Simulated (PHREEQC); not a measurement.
NaOH is added in steps, without added water, to 1 kg of water holding 0.04 mol CuSO4, 0.00037 mol HNO3 and 0.015 mol H3BO3, at 25 °C. O2 is buffered at 0.21 atm. CO2 from the air is kept out. The run lets Cu(OH)2, Brochantite, Antlerite, Cu2(OH)3NO3, Mirabilite, Chalcanthite precipitate or redissolve, and no other solid.

Base run: PHREEQC, ion-association model, wateq4f.dat. Each further column changes one thing. The table gives pH.

```json
[
 {"NaOH added (mol)": "0", "base": "3.79", "HNO3 from 0.00037 to 0.00185 mol/kgw": "[?]"},
 {"NaOH added (mol)": "0.01719", "base": "4.23", "HNO3 from 0.00037 to 0.00185 mol/kgw": "4.21"},
 {"NaOH added (mol)": "0.03094", "base": "4.38", "HNO3 from 0.00037 to 0.00185 mol/kgw": "[?]"},
 {"NaOH added (mol)": "0.04813", "base": "4.83", "HNO3 from 0.00037 to 0.00185 mol/kgw": "4.76"},
 {"NaOH added (mol)": "0.06187", "base": "8.16", "HNO3 from 0.00037 to 0.00185 mol/kgw": "[?]"},
 {"NaOH added (mol)": "0.07906", "base": "8.65", "HNO3 from 0.00037 to 0.00185 mol/kgw": "8.65"},
 {"NaOH added (mol)": "0.09281", "base": "9.76", "HNO3 from 0.00037 to 0.00185 mol/kgw": "9.52"},
 {"NaOH added (mol)": "0.11", "base": "12.03", "HNO3 from 0.00037 to 0.00185 mol/kgw": "[?]"}
]
```

### Question
What belongs in the gaps?

### Answer

- 0, HNO3 from 0.00037 to 0.00185 mol/kgw: 3.09
- 0.03094, HNO3 from 0.00037 to 0.00185 mol/kgw: 4.36
- 0.06187, HNO3 from 0.00037 to 0.00185 mol/kgw: 6.58
- 0.11, HNO3 from 0.00037 to 0.00185 mol/kgw: 11.99

The database's constant for dissolved Cu(OH)2 is higher than later reviews accept.
